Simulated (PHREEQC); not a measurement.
A column of 0.5 m (40 cells, dispersivity 0.018 m, 300 s a shift, diffusion coefficient 3e-10 m²/s) holds 0.00043 eq of the database's cation exchanger X per kg of pore water, first in equilibrium with 0.026 mol Na2SO4, 0.0042 mol MgSO4 and 1e-05 mol HCl per kg of water. It is flushed with 0.00063 mol/kgw KCl and 1e-05 mol/kgw HCl, at 40 °C. Values are for the last cell. No CO2 enters from the air. Nothing may precipitate in this run.

Base run: PHREEQC, ion-association model, phreeqc.dat. Each further column changes one thing. The table gives K in solution (mol/kgw).

```csv
pore volumes,base,exchange capacity from 0.00043 to 0.00021 eq/kgw,dispersivity from 0.018 to 0.036 m
0,0,0,0
0.6375,3.10e-5,3.36e-5,8.30e-5
1.387,0.000481,0.000524,0.000491
2.013,0.000546,0.000575,0.000545
2.638,0.000585,0.000601,0.000570
3.388,0.000600,0.000612,0.000593
4.013,0.000606,0.000616,0.000603
```

At this temperature some constants are extrapolated from 25 °C, and those without enthalpy data are left unchanged.
